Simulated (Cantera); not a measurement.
Feed: 1 mol SiCl4, 2.3 mol Cl2, 4.4 mol H2, at 23.0 bar.

Cantera equilibrium calculation (NASA polynomials, part measured and part estimated; ideal gas, pure solids and liquids). Candidate condensed phases: Si; 19 gas species. Kinetics and transport are ignored.

**Question.** At 575 °C, list the 4 most abundant gas species with their mole fractions, and the condensed phases.

**Answer.** HCl 0.597, H2 0.273, SiCl4 0.130, SiHCl3 9.60e-5. Condensed: gas only.
